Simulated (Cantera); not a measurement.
Input: 1 mol trisilylamine, 0.27 mol N2, at 66.0 Pa.

Cantera equilibrium calculation (NASA polynomials, part measured and part estimated; ideal gas, pure solids and liquids). Candidate condensed phases: Si, Si3N4; 18 gas species. The feed counts by its element totals alone. Gases not in the tables: Si2H6 and higher silanes. The numbers say what is thermodynamically allowed, not how fast it happens.

What share of the Si ends up in condensed phases as a function of T (K), at 1598, 1673, 1748, 1823, 1898, 1973, 2048, 2123?


```json
[
 {"T (K)": "1598", "Si condensed (%)": "100.0", "as": "Si(s)"},
 {"T (K)": "1673", "Si condensed (%)": "99.9", "as": "Si(s)"},
 {"T (K)": "1748", "Si condensed (%)": "99.6", "as": "Si(l)"},
 {"T (K)": "1823", "Si condensed (%)": "98.7", "as": "Si(l)"},
 {"T (K)": "1898", "Si condensed (%)": "96.4", "as": "Si(l)"},
 {"T (K)": "1973", "Si condensed (%)": "90.5", "as": "Si(l)"},
 {"T (K)": "2048", "Si condensed (%)": "75.0", "as": "Si(l)"},
 {"T (K)": "2123", "Si condensed (%)": "30.6", "as": "Si(l)"}
]
```
